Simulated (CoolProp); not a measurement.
Water along the isotherm 373.3 K: fugacity coefficient from the reference equation and from simpler models built on Tc = 647.1 K, pc = 22.06 MPa, ω = 0.344; each cubic takes its own stable root.

Values from CoolProp's reference Helmholtz-energy equation of state, Wagner 2002.

```tsv
p (MPa)	phase	reference
0.105	liquid	0.9565
0.163	liquid	0.6164
0.254	liquid	0.3957
0.395	liquid	0.2547
0.615	liquid	0.1638
0.958	liquid	0.1054
1.49	liquid	0.06797
2.32	liquid	0.04387
3.62	liquid	0.02834
5.63	liquid	0.01844
8.77	liquid	0.01207
13.7	liquid	0.007958
21.3	liquid	0.005357
33.1	liquid	0.003700
```

Q: How far does each simpler model (van der Waals, Redlich-Kwong, Soave-Redlich-Kwong, Peng-Robinson) lie from the reference over these 14 states: mean and median of the absolute difference, and the worst?

A: 
- van der Waals: mean 918.7 %, median 1283.9 %, worst +1603.5 % at 373.3 K and 33.1 MPa
- Redlich-Kwong: mean 167.3 %, median 189.0 %, worst +211.6 % at 373.3 K and 33.1 MPa
- Soave-Redlich-Kwong: mean 6.6 %, median 7.5 %, worst -7.9 % at 373.3 K and 0.105 MPa
- Peng-Robinson: mean 3.6 %, median 4.1 %, worst -4.3 % at 373.3 K and 0.105 MPa

At some of these states van der Waals, Redlich-Kwong gives the other phase, because its saturation line lies elsewhere.
